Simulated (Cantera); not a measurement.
# Diamond growth

A diamond (100) surface in a fixed gas of H2 with x(CH4) = 0.0059, x(H) = 0.041, at 1298 K, 3700 Pa; coverages are run to steady state.

Computed with Cantera and the Harris–Goodwin 1993 mechanism for the reconstructed diamond (100) surface.

```tsv
x(CH3)	growth (µm/h)	θ c6HH	θ c6H*	θ c6*H	θ c6**	θ c6HM
1e-06	0.0195	0.377	0.0494	0.526	0.0471	1.40e-6
2.3e-06	0.0447	0.377	0.0494	0.526	0.0471	3.21e-6
5.3e-06	0.103	0.377	0.0494	0.526	0.0471	7.40e-6
1.2e-05	0.233	0.377	0.0494	0.526	0.0471	1.67e-5
2.8e-05	0.545	0.377	0.0494	0.526	0.0470	3.91e-5
6.4e-05	1.24	0.377	0.0494	0.526	0.0470	8.93e-5
0.00015	2.92	0.377	0.0494	0.526	0.0470	0.000209
0.00034	6.60	0.377	0.0494	0.526	0.0469	0.000474
0.00077	14.9	0.376	0.0493	0.525	0.0467	0.00107
```
θ: site fractions in the mechanism's names (c6HH fully hydrogenated, c6H* and c6*H radical sites, c6** diradical, c6HM methylated).
